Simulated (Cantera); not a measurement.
Mixture: CH₄ : CO : O₂ : N₂ = 1 : 0.052 : 2.03 : 7.62 (molar parts), equivalence ratio 1.00, at 9.87 atm, adiabatic and at constant volume. Ignition delay is the time to a rise of 400 K.

Cantera simulation using GRI-Mech 3.0 (53 species, 325 reactions); the numbers are that mechanism's predictions, not measurements.

Question: What does this change do: 0.015 parts H2 added?

Answer: 
| quantity | before | after |
|---|---|---|
| delay at 1150 K | 9.37 ms | 6.95 ms |
| delay at 1200 K | 4.85 ms | 3.85 ms |
| delay at 1250 K | 2.60 ms | 2.17 ms |
| delay at 1300 K | 1.44 ms | 1.25 ms |
| delay at 1350 K | 0.824 ms | 0.730 ms |
| delay at 1400 K | 0.482 ms | 0.435 ms |
| delay at 1450 K | 0.289 ms | 0.265 ms |
| apparent activation energy between 1350 and 1450 K | 170 kJ/mol | 170 kJ/mol |

Question: What does this change do: pressure from 9.87 atm to 4.93 atm?

Answer: 
```csv
quantity,before,after
delay at 1150 K,9.37 ms,20.0 ms
delay at 1200 K,4.85 ms,10.1 ms
delay at 1250 K,2.60 ms,5.28 ms
delay at 1300 K,1.44 ms,2.85 ms
delay at 1350 K,0.824 ms,1.58 ms
delay at 1400 K,0.482 ms,0.904 ms
delay at 1450 K,0.289 ms,0.529 ms
apparent activation energy between 1350 and 1450 K,170 kJ/mol,180 kJ/mol
```

Question: What does this change do: constant pressure in place of constant volume?

Answer: 
| quantity | before | after |
|---|---|---|
| delay at 1150 K | 9.37 ms | 9.77 ms |
| delay at 1200 K | 4.85 ms | 5.08 ms |
| delay at 1250 K | 2.60 ms | 2.75 ms |
| delay at 1300 K | 1.44 ms | 1.53 ms |
| delay at 1350 K | 0.824 ms | 0.879 ms |
| delay at 1400 K | 0.482 ms | 0.516 ms |
| delay at 1450 K | 0.289 ms | 0.310 ms |
| apparent activation energy between 1350 and 1450 K | 170 kJ/mol | 170 kJ/mol |
